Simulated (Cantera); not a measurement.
Input: 1 mol C3H8, 0.38 mol CO2, 0.9 mol H2, held at 1800 K and 1.00 bar.

These are equilibrium values from Cantera (NASA tables, ideal gas, pure condensed phases), not measurements of a reactor. Candidate condensed phases: C, C6H6, C7H8, C8H18, H2O; 110 gas species. Equilibrium is a limit: real reactors are often held back by kinetics, nucleation or transport.

Base state: H2 0.865, CO 0.134, CH4 0.000575, H 0.000333, C2H2 (acetylene) 0.000152, H2O 3.31e-5 (mole fractions); condensed: C(graphite).

Question: What changes in the equilibrium state with this change: CO2 from 0.38 to 1.4 mol?

Answer: 
```
species             before     after
----------------  --------  --------
H2                   0.865     0.636
CO                   0.134     0.364
CH4               0.000575  0.000311
H2O                3.31e-5   6.59e-5
C2H2 (acetylene)  0.000152  0.000111
C(graphite), mol      2.62      1.60
```
